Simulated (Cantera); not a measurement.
What does this Cantera script print?

```python
import numpy as np
import cantera as ct

gas = ct.Solution("gri30.yaml")
gas.TPX = 1848, 23, {'C2H6': 1, 'N2': 31}
reactor = ct.IdealGasConstPressureReactor(gas, energy="off", clone=False)
net = ct.ReactorNet([reactor])
net.rtol, net.atol = 1e-08, 1e-18
show = ['C2H6', 'C2H', 'HCN', 'CH2', 'C2H4']
times = np.geomspace(4e-06, 200, 11)

steps = ct.SolutionArray(gas, extra=["t"])
rows = []
print(f"{'t/s':>10s}{'T/K':>9s}{'P/Pa':>11s}" + "".join(f"{s:>11s}" for s in show))
for t in times:
    while net.time < t:
        t_next = net.step()
        steps.append(gas.state, t=t_next)
    rows.append([np.interp(t, steps.t, y) for y in (steps.T, steps.P, *steps(*show).X.T)])
    print(f"{t:10.3e}{rows[-1][0]:9.1f}{rows[-1][1]:11.4g}" + "".join(f"{x:11.3e}" for x in rows[-1][2:]))
rate = np.gradient(steps.T, steps.t)
print("integrator steps:", len(steps.t))
if steps.T.max() > steps.T[0] + 200:
    print(f"time of steepest temperature rise: {steps.t[rate.argmax()]:.4e} s")
gas.TPX = 1848, 23, {'C2H6': 1, 'N2': 31}
gas.equilibrate("TP")
print(f"equilibrium (TP): T = {gas.T:.1f} K  " + "  ".join(f"{s} {gas[s].X[0]:.3e}" for s in show))
```

Output:

```
       t/s      T/K       P/Pa       C2H6        C2H        HCN        CH2       C2H4
 4.000e-06   1848.0         23  3.124e-02  6.102e-28  3.233e-19  8.178e-14  1.580e-11
 2.355e-05   1848.0         23  3.117e-02  1.839e-24  6.452e-17  1.548e-11  6.004e-10
 1.386e-04   1848.0         23  3.079e-02  1.425e-20  1.305e-14  3.736e-09  3.270e-08
 8.161e-04   1848.0         23  2.864e-02  9.376e-16  3.145e-12  8.454e-07  4.117e-06
 4.804e-03   1848.0         23  1.775e-02  3.978e-09  1.534e-07  7.707e-05  1.174e-03
 2.828e-02   1848.0         23  1.286e-04  1.429e-05  3.015e-05  1.792e-04  9.721e-03
 1.665e-01   1848.0         23  3.627e-07  7.309e-06  6.890e-05  2.984e-05  9.984e-04
 9.803e-01   1848.0         23  4.638e-08  3.666e-06  8.412e-05  6.222e-06  6.228e-05
 5.771e+00   1848.0         23  6.670e-09  2.783e-06  9.680e-05  1.868e-06  8.431e-06
 3.397e+01   1848.0         23  3.282e-10  3.947e-06  1.268e-04  6.492e-07  4.410e-07
 2.000e+02   1848.0         23  3.521e-14  9.035e-06  1.823e-04  1.997e-08  2.085e-08
integrator steps: 1432
equilibrium (TP): T = 1848.0 K  C2H6 1.621e-17  C2H 9.734e-06  HCN 4.635e-02  CH2 4.953e-09  C2H4 1.276e-09
```

Computed with Cantera and GRI-Mech 3.0 (53 species, 325 reactions). GRI-Mech 3.0 stops at C3 and has no aromatics, soot or wall deposition, so with more carbon than oxygen in the feed, carbon stays in small species such as C2H2 where larger ones or solid carbon would form. Radical loss at walls, strong at low pressure, is not modelled.
